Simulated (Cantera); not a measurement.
Counterflow diffusion flame

A counterflow diffusion flame at 2.50 bar, nozzles 20 mm apart: fuel side 100 % H₂ at 550 K, oxidiser side 18.0 % O₂, 82.0 % N₂ at 525 K, fuel mass flux 0.25 times the oxidiser's; mixture-averaged transport, no radiation.

Model: the H2/O2 subset of GRI-Mech 3.0, which has no nitrogen chemistry, integrated in Cantera. The hydrogen kinetics of GRI-Mech 3.0 are dated; newer H2 mechanisms differ, most at raised pressure. The maximum strain rate includes the flame's own expansion and is several times the mean.

```
oxidiser flux (kg/m²/s)  max strain (1/s)  mean strain (1/s)  T max (K)  peak x OH  peak x H  peak x H₂O  peak x HO₂
-----------------------  ----------------  -----------------  ---------  ---------  --------  ----------  ----------
1.5                                   900                216       2488     0.0137   0.00818       0.257     3.13e-5
1.9                                  1140                273       2464     0.0139   0.00877       0.255     3.92e-5
2.5                                  1490                360       2447     0.0143   0.00971       0.254     4.88e-5
3.3                                  1940                475       2428     0.0148    0.0108       0.252     6.01e-5
4.3                                  2530                618       2403     0.0151    0.0119       0.250     7.31e-5
5.6                                  3290                805       2373     0.0153    0.0132       0.248     8.75e-5
7.2                                  4220               1040       2342     0.0154    0.0145       0.247    0.000102
9.4                                  5480               1350       2307     0.0156    0.0160       0.245    0.000118
12                                   6980               1730       2275     0.0157    0.0175       0.243    0.000136
```
x: mole fraction; the columns are a selection and need not sum to one.
